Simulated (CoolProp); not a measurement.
Saturation properties of neopentane.

Model: reference Helmholtz-energy equation of state, Lemmon 2006, in CoolProp. It is a short technical equation, of lower accuracy than the large ones.

```json
[
 {"T (°C)": "59.05", "p (kPa)": "449.8", "enthalpy of vaporisation (kJ/kg)": "272.5", "liquid cp (kJ/(kg K))": "2.532", "vapour Z": "0.8737"},
 {"T (°C)": "72.15", "p (kPa)": "617.0", "enthalpy of vaporisation (kJ/kg)": "258.5", "liquid cp (kJ/(kg K))": "2.631", "vapour Z": "0.8422"},
 {"T (°C)": "85.25", "p (kPa)": "826.0", "enthalpy of vaporisation (kJ/kg)": "243.0", "liquid cp (kJ/(kg K))": "2.744", "vapour Z": "0.8057"},
 {"T (°C)": "98.45", "p (kPa)": "1085", "enthalpy of vaporisation (kJ/kg)": "225.4", "liquid cp (kJ/(kg K))": "2.880", "vapour Z": "0.7631"},
 {"T (°C)": "111.55", "p (kPa)": "1396", "enthalpy of vaporisation (kJ/kg)": "205.2", "liquid cp (kJ/(kg K))": "3.053", "vapour Z": "0.7138"},
 {"T (°C)": "124.65", "p (kPa)": "1769", "enthalpy of vaporisation (kJ/kg)": "181.2", "liquid cp (kJ/(kg K))": "3.300", "vapour Z": "0.6551"},
 {"T (°C)": "137.75", "p (kPa)": "2212", "enthalpy of vaporisation (kJ/kg)": "151.1", "liquid cp (kJ/(kg K))": "3.741", "vapour Z": "0.5828"},
 {"T (°C)": "150.95", "p (kPa)": "2741", "enthalpy of vaporisation (kJ/kg)": "107.7", "liquid cp (kJ/(kg K))": "5.172", "vapour Z": "0.4826"}
]
```

It boils at 9.5 °C under 1 atm.
